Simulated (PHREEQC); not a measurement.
A solution holds 0.016 mol/kgw Cu(BF4)2, 0.0011 mol/kgw HBF4 and 0.099 mol/kgw NaCl, at 25 °C. Closed to the air; pH follows from the charge balance.

Model: ion-association model, phreeqc.dat, run in PHREEQC.

| quantity | before | after |
|---|---|---|
| pH | 2.68 | 2.86 |
| ionic strength (mol/kgw) | 0.146 | 0.145 |
| BF4- (mol/kgw) | 0.0294 | 0.000273 |
| Cu+2 (mol/kgw) | 0.0144 | 0.0141 |
| HF (mol/kgw) | 0.00531 | 0.00172 |
| F- (mol/kgw) | 0.00241 | 0.00118 |
| SI of Halite (NaCl) | -3.83 | -3.71 |

**Question.** What was changed between the two runs?
(A) diluted 5-fold with water
(B) Cu(BF4)2 replaced by CuCl2 at the same molality
(C) diluted 100-fold with water
(D) HBF4 replaced by KHF2 at the same molality
(E) NaCl from 0.099 to 0.99 mol/kgw

**Answer.** B, Cu(BF4)2 replaced by CuCl2 at the same molality

Precipitation was switched off in this run. Real BF4- forms and hydrolyses slowly; the run takes it at equilibrium.
